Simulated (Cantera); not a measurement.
A closed system holds: 1 mol SiH₄, 21 mol N₂, equilibrated at 948.15 K and 0.975 Torr.

Method: chemical equilibrium by Gibbs-energy minimisation in Cantera with the NASA 1993 tables (ideal gas, pure condensed phases). Candidate condensed phases: Si, Si₃N₄; 18 gas species. N₂ is the only nitrogen source here; it is nearly inert below about 1500 K, so the nitride shown seldom forms there in practice. Equilibrium is a limit: real reactors are often held back by kinetics, nucleation or transport.

Question: What is the equilibrium state?

Answer: 
```json
{
 "x(N₂)": "0.910",
 "x(H₂)": "0.0896",
 "n(Si₃N₄(s))": "0.333 mol",
 "gas_amount": "22.33 mol",
 "log10 activity of Si(s) (absent)": "-5.95"
}
```
